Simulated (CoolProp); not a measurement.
R410A at 309.55 K and 0.782 MPa flows at 2.8 m/s in a round tube of 10 mm bore and 1.5 µm roughness, fully developed (64/Re and Nu = 3.66 if laminar; Colebrook and Gnielinski if turbulent). Each further row changes one setting.

Values from CoolProp's reference Helmholtz-energy equation of state, Lemmon 2003. It is a pseudo-pure fit of the blend.

```tsv
case	Reynolds number	Darcy friction factor	pressure drop (Pa/m)	heat-transfer coefficient (W/(m² K))	mass flow (kg/h)
as stated	50000	0.0214	204	181	19.3
velocity 5.6 m/s	100000	0.0188	716	319	38.5
diameter 20 mm	100000	0.0184	87.7	156	77.0
```

Viscosity comes from a separate model (Geller 2000). Thermal conductivity comes from a separate model (Geller 2001).
